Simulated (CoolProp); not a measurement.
Vapour-liquid equilibrium of cyclopentane (1) + octamethylcyclotetrasiloxane (D4) (2) at 367.7 K; x and y are mole fractions of (1).

The numbers come from the multi-fluid Helmholtz-energy mixture model, Gedanitz 2015 and Thol 2015; pair parameters Bell 2016 in CoolProp.

Question: Give the bubble pressure and the first vapour's composition at x = 0.2, 0.65, 0.8. Is there an azeotrope?

Answer: x = 0.2: 0.05703 MPa, y = 0.898; x = 0.65: 0.2112 MPa, y = 0.988; x = 0.8: 0.2763 MPa, y = 0.995. No azeotrope shows between x = 0.05 and 0.95.

The pair parameters rest on a limited set of measurements; away from them the model extrapolates.
